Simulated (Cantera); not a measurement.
What does this Cantera script print?

```python
import numpy as np
import cantera as ct

gas_names = """
    CL CL2 H HCL H2 Si SiCL SiCL2 SiCL3 SiCL4 SiH SiHCL3 SiH2 SiH2CL2 SiH3 SiH3CL SiH4 Si2 Si3
""".split()
cond_names = """
    Si(cr) Si(L)
""".split()


def load(file, names, dense=False):
    # The tables refer to 1 bar. Condensed volumes are neglected.
    table = {s.name: s for s in ct.Species.list_from_file(file)}
    out = []
    for n in names:
        d = dict(table[n].input_data)
        d["thermo"] = dict(d["thermo"], **{"reference-pressure": 1e5})
        if dense:
            d["equation-of-state"] = {"model": "constant-volume", "density": "1e6 g/cm^3"}
        out.append(ct.Species.from_dict(d))
    return out


gas = ct.Solution(thermo="ideal-gas", species=load("nasa_gas.yaml", gas_names))
cond = {s.name: ct.Solution(thermo="fixed-stoichiometry", species=[s], name=s.name)
        for s in load("nasa_condensed.yaml", cond_names, dense=True)}
atoms = {
    'SiH4': {'Si': 1, 'H': 4},
    'HCl': {'H': 1, 'CL': 1},
    'H2': {'H': 2},
}
top_T = {}  # K; cautious upper limits of use, not melting points


def equilibrate(T, P, feed):
    n = {}
    for name, mol in feed.items():
        for a, k in atoms[name].items():
            n[a] = n.get(a, 0.0) + k * mol
    gas.TPX = T, P, n
    mass = sum(n.values()) * gas.mean_molecular_weight
    gas.equilibrate("TP")
    valid = [c for c in cond.values() if c.min_temp <= T <= top_T.get(c.name, c.max_temp)]
    mix = ct.Mixture([(gas, mass / gas.mean_molecular_weight)] + [(c, 0.0) for c in valid])
    mix.T, mix.P = T, P
    mix.equilibrate("TP", solver="vcs", rtol=1e-11, max_steps=5000)
    return mix


results = []
feed = {'SiH4': 1, 'HCl': 0.036, 'H2': 4.1}  # mol
T = 1700  # K
P = 1333.22  # Pa
mix = equilibrate(T, P, feed)
results.append((T, P, feed, dict(zip(mix.species_names, mix.species_moles))))
x = sorted(zip(gas.X, gas.species_names), reverse=True)
print(f"T = {T:g} K  P = {P:g} Pa  gas = {mix.phase_moles(0):.4g} mol")
print("   x: " + "  ".join(f"{s} {v:.3e}" for v, s in x if v > 1e-06))
print("   condensed (mol): " + ("  ".join(f"{mix.phase(i).name} {mix.phase_moles(i):.4g}"
      for i in range(1, mix.n_phases) if mix.phase_moles(i) > 1e-12) or "none"))
```

It prints:

```
T = 1700 K  P = 1333.22 Pa  gas = 6.14 mol
   x: H2 9.929e-01  HCL 5.624e-03  H 1.272e-03  SiCL2 1.141e-04  Si 5.090e-05  SiH2 1.409e-05  SiH 9.061e-06  CL 5.599e-06  SiCL 5.379e-06
   condensed (mol): Si(L) 0.9988
```

These are equilibrium values from Cantera (NASA tables, ideal gas, pure condensed phases), not measurements of a reactor. Gases not in the tables: Si2H6 and higher silanes.
